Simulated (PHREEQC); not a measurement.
**Polishing slurry liquid: an equilibrium model**

Solution (48 °C): 0.19 mol K2CO3 and 0.017 mol CO2 per kg of water. Closed to the air; pH follows from the charge balance.

The numbers come from PHREEQC with the ion-association model, phreeqc.dat.

Each row changes one thing in this solution. This is a speciation only: nothing precipitates in the calculation.

```json
[
 {"case": "as made", "pH": "10.35", "ionic strength (mol/kgw)": "0.551", "CO3-2 (mol/kgw)": "0.171", "HCO3- (mol/kgw)": "0.0358", "CO2 (mol/kgw)": "1.84e-6"},
 {"case": "temperature from 48 to 40 °C", "pH": "10.41", "ionic strength (mol/kgw)": "0.552", "CO3-2 (mol/kgw)": "0.172", "HCO3- (mol/kgw)": "0.0352", "CO2 (mol/kgw)": "1.65e-6"},
 {"case": "0.062 mol/kgw Na2CO3 added", "pH": "10.31", "ionic strength (mol/kgw)": "0.581", "CO3-2 (mol/kgw)": "0.156", "HCO3- (mol/kgw)": "0.0353", "CO2 (mol/kgw)": "1.98e-6"},
 {"case": "CO2 from 0.017 to 0.0255 mol/kgw", "pH": "10.17", "ionic strength (mol/kgw)": "0.543", "CO3-2 (mol/kgw)": "0.163", "HCO3- (mol/kgw)": "0.0522", "CO2 (mol/kgw)": "4.11e-6"},
 {"case": "CO2 from 0.017 to 0.0017 mol/kgw", "pH": "10.93", "ionic strength (mol/kgw)": "0.562", "CO3-2 (mol/kgw)": "0.182", "HCO3- (mol/kgw)": "0.0101", "CO2 (mol/kgw)": "1.38e-7"},
 {"case": "0.026 mol/kgw H2SO4 added", "pH": "9.83", "ionic strength (mol/kgw)": "0.506", "CO3-2 (mol/kgw)": "0.120", "HCO3- (mol/kgw)": "0.0865", "CO2 (mol/kgw)": "1.53e-5"}
]
```

Species that the database lacks are ignored. Away from 25 °C the constants follow the database's enthalpies or fits; those with neither stay at their 25 °C values.
